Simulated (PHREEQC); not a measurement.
Synthetic water in mmol/kgw, 20 °C, pH 2.28, pe 10.3:

```tsv
constituent	mmol/kgw
Na	30.1
K	0.499
Ca	7.57
Mg	2.45
Cl	11.9
S(6)	24.4
Si	0.0112
Mn(2)	0.0245
```

Valence states are taken as typed.

All values are PHREEQC results (ion-association model, phreeqc.dat), not measurements.

Precipitation was switched off in this run.

Problem. What ionic strength does the model give?

Solution. ionic strength 0.0717 mol/kgw.

Problem. In which forms is K present?

Solution. K+ 96 %, KSO4- 4.0 % of the K.
